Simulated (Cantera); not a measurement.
# c-C4F8 + H2 + F2 (fluorocarbon and chlorocarbon gases)

A closed system holds: 1 mol c-C4F8, 3.5 mol H2, 0.012 mol F2, held at 2075 K and 13.3 mbar.

Equilibrium computed with Cantera from the NASA thermochemical tables; the gas is ideal and each condensed phase is pure. Candidate condensed phases: C, C6H6, C7H8, C8H18; 95 gas species. The feed counts by its element totals alone. Gases not in the tables: C2F6 and larger saturated fluorocarbons. Kinetics and transport are ignored.

```json
{
  "x(HF)": "0.938",
  "x(CF2)": "0.0230",
  "x(F)": "0.0207",
  "x(CF4)": "0.0171",
  "x(CF3)": "0.000659",
  "x(CF)": "0.000137",
  "x(H)": "1.33e-5",
  "x(CHF3)": "1.66e-6",
  "n(C(graphite))": "3.69 mol",
  "gas_amount": "7.460 mol"
}
```
